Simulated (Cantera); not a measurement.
**Premixed flame**

A freely propagating, adiabatic, planar premixed flame of 42.8 % H2, 9.71 % O2, 47.5 % N2, equivalence ratio 2.2, unburnt at 625 K and 1430 Torr; mixture-averaged transport, grid criteria slope 0.08 and curve 0.16, no radiation.

Computed with Cantera and the H2/O2 subset of GRI-Mech 3.0, which has no nitrogen chemistry. Burning velocities carry a grid error of a few per cent, more on coarse grids.

| z (mm) | T (K) | u (m/s) | x H2 | x O2 | x HO2 | x H | x H2O | x OH |
|---|---|---|---|---|---|---|---|---|
| -0.632 | 625 | 8.05 | 0.428 | 0.0971 | <1e-8 | <1e-8 | <1e-8 | <1e-8 |
| -0.421 | 625 | 8.05 | 0.428 | 0.0971 | <1e-8 | <1e-8 | <1e-8 | <1e-8 |
| -0.316 | 625 | 8.05 | 0.428 | 0.0971 | 2.53e-8 | <1e-8 | <1e-8 | <1e-8 |
| -0.211 | 625 | 8.05 | 0.428 | 0.0971 | 2.69e-6 | 2.11e-7 | 1.09e-6 | <1e-8 |
| -0.105 | 662 | 8.46 | 0.422 | 0.0968 | 0.000325 | 0.000384 | 0.00187 | 9.58e-5 |
| -0.0527 | 880 | 11.0 | 0.391 | 0.0898 | 0.000214 | 0.00690 | 0.0222 | 0.000552 |
| 0 | 1232 | 15.0 | 0.318 | 0.0606 | 9.83e-5 | 0.0326 | 0.0860 | 0.00151 |
| 0.0527 | 1485 | 18.0 | 0.248 | 0.0207 | 3.20e-5 | 0.0582 | 0.163 | 0.00258 |
| 0.105 | 1602 | 19.3 | 0.225 | 0.00490 | 7.32e-6 | 0.0635 | 0.195 | 0.00266 |
| 0.211 | 1705 | 20.4 | 0.225 | 0.000471 | 6.99e-7 | 0.0558 | 0.205 | 0.00268 |
| 0.421 | 1803 | 21.4 | 0.232 | 0.000149 | 2.44e-7 | 0.0430 | 0.207 | 0.00254 |
| 0.842 | 1893 | 22.4 | 0.240 | 7.93e-5 | 1.39e-7 | 0.0303 | 0.209 | 0.00214 |
| 1.68 | 1965 | 23.1 | 0.246 | 3.62e-5 | 7.00e-8 | 0.0198 | 0.211 | 0.00159 |
x: mole fraction of selected species; z is measured from the peak of heat release.

* **laminar burning velocity**: 805 cm/s
* **thermal thickness**: 0.211 mm
* **peak x(HO2)**: 0.000342
* **peak x(H)**: 0.0636
* **peak x(OH)**: 0.00268
* **grid points**: 125
